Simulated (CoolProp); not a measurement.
Saturation properties of ethylene (Tc = 9.2 °C, pc = 5.042 MPa, ω = 0.087).

Model: reference Helmholtz-energy equation of state, Smukala 2000, in CoolProp.

| T (°C) | p (MPa) | vapour density (kg/m³) |
|---|---|---|
| -134.45 | ___ | 0.2576 |
| -131.05 | 0.01429 | 0.3419 |
| -127.55 | 0.01925 | 0.4505 |
| -124.05 | 0.02552 | 0.5847 |
| -120.55 | 0.03335 | 0.7486 |
| -117.05 | ___ | 0.9464 |
| -113.55 | 0.05475 | 1.183 |
| -110.05 | 0.06889 | 1.462 |
| -106.65 | 0.08524 | 1.780 |
| -103.15 | 0.1051 | ___ |
| -99.65 | ___ | 2.598 |
| -96.15 | 0.1554 | 3.101 |
| -92.65 | 0.1866 | 3.675 |
| -89.15 | 0.2223 | 4.327 |

### Question
Complete the blanks.

### Answer

- -134.45, p (MPa): 0.01052
- -117.05, p (MPa): 0.04300
- -103.15, vapour density (kg/m³): 2.159
- -99.65, p (MPa): 0.1283

It boils at -103.8 °C under 1 atm.
